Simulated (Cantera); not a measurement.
Feed: 1 mol acetone, 0.044 mol O₂, at 1 atm.

Cantera equilibrium calculation (NASA polynomials, part measured and part estimated; ideal gas, pure solids and liquids). Candidate condensed phases: C, C₆H₆, C₇H₈, C₈H₁₈, H₂O; 110 gas species. The feed counts by its element totals alone. The numbers say what is thermodynamically allowed, not how fast it happens.

x: gas mole fraction; n: condensed amount in mol.

```tsv
T (°C)	x H₂	x CO	x H₂O	x CH₄	x CO₂	x H	x C₂H₂ (acetylene)	n C(graphite)
625	0.591	0.0956	0.145	0.114	0.0545	8.36e-11	3.11e-11	2.18
825	0.710	0.249	[?]	[?]	[?]	[?]	[?]	1.93
1025	0.728	0.265	0.00182	0.00428	0.000378	9.08e-7	4.06e-7	1.90
1225	0.732	0.266	0.000344	0.00141	4.85e-5	1.46e-5	6.45e-6	1.91
1425	0.733	0.266	9.65e-5	0.000601	1.03e-5	0.000123	5.28e-5	1.91
1625	0.733	0.266	3.56e-5	0.000307	3.07e-6	0.000665	0.000276	1.91
1825	0.730	0.266	1.59e-5	0.000179	1.17e-6	0.00261	0.00104	1.90
2025	0.724	0.265	[?]	[?]	[?]	[?]	[?]	1.89
2225	0.708	0.263	4.62e-6	7.64e-5	2.77e-7	0.0208	0.00759	1.85
2425	0.678	0.260	2.76e-6	5.21e-5	1.58e-7	0.0461	0.0159	1.77
```

Task: What belongs in the gaps?

Result: 
- 825, x H₂O: 0.0165
- 825, x CH₄: 0.0187
- 825, x CO₂: 0.00574
- 825, x H: 2.07e-8
- 825, x C₂H₂ (acetylene): 9.04e-9
- 2025, x H₂O: 8.17e-6
- 2025, x CH₄: 0.000114
- 2025, x CO₂: 5.35e-7
- 2025, x H: 0.00809
- 2025, x C₂H₂ (acetylene): 0.00310
